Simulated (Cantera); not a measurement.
An adiabatic, constant-pressure homogeneous reactor starts with CO : H2 : CH4 : O2 : N2 = 1 : 0.17 : 0.052 : 1.09 : 4.11 (molar parts), equivalence ratio 0.63, at 1050 K and 0.570 bar. Integrator tolerance rtol = 1e-08.

Computed with Cantera and GRI-Mech 3.0 (53 species, 325 reactions).

Question: What does this change do: CO 1 to 1.8 parts?

Answer: 
```csv
quantity,before,after
time of steepest temperature rise,0.593 ms,0.598 ms
temperature at 3.00 s,2405 K,2583 K
equilibrium temperature,2405 K,2583 K
x(CO) at 3.00 s,0.0178 (gas-phase equilibrium 0.0178),0.0822 (gas-phase equilibrium 0.0822)
x(H2) at 3.00 s,0.000792 (gas-phase equilibrium 0.000792),0.00221 (gas-phase equilibrium 0.00221)
x(CH4) at 3.00 s,<1e-12 (gas-phase equilibrium <1e-12),<1e-12 (gas-phase equilibrium <1e-12)
x(C2H2) at 3.00 s,<1e-12 (gas-phase equilibrium <1e-12),<1e-12 (gas-phase equilibrium <1e-12)
x(C2H6) at 3.00 s,<1e-12 (gas-phase equilibrium <1e-12),<1e-12 (gas-phase equilibrium <1e-12)
x(C2H) at 3.00 s,<1e-12 (gas-phase equilibrium <1e-12),<1e-12 (gas-phase equilibrium <1e-12)
```

Question: What does this change do: pressure from 0.570 bar to 0.230 bar?

Answer: 
| quantity | before | after |
|---|---|---|
| time of steepest temperature rise | 0.593 ms | 1.12 ms |
| temperature at 3.00 s | 2405 K | 2368 K |
| equilibrium temperature | 2405 K | 2368 K |
| x(CO) at 3.00 s | 0.0178 (gas-phase equilibrium 0.0178) | 0.0217 (gas-phase equilibrium 0.0217) |
| x(H2) at 3.00 s | 0.000792 (gas-phase equilibrium 0.000792) | 0.000993 (gas-phase equilibrium 0.000993) |
| x(CH4) at 3.00 s | <1e-12 (gas-phase equilibrium <1e-12) | <1e-12 (gas-phase equilibrium <1e-12) |
| x(C2H2) at 3.00 s | <1e-12 (gas-phase equilibrium <1e-12) | <1e-12 (gas-phase equilibrium <1e-12) |
| x(C2H6) at 3.00 s | <1e-12 (gas-phase equilibrium <1e-12) | <1e-12 (gas-phase equilibrium <1e-12) |
| x(C2H) at 3.00 s | <1e-12 (gas-phase equilibrium <1e-12) | <1e-12 (gas-phase equilibrium <1e-12) |
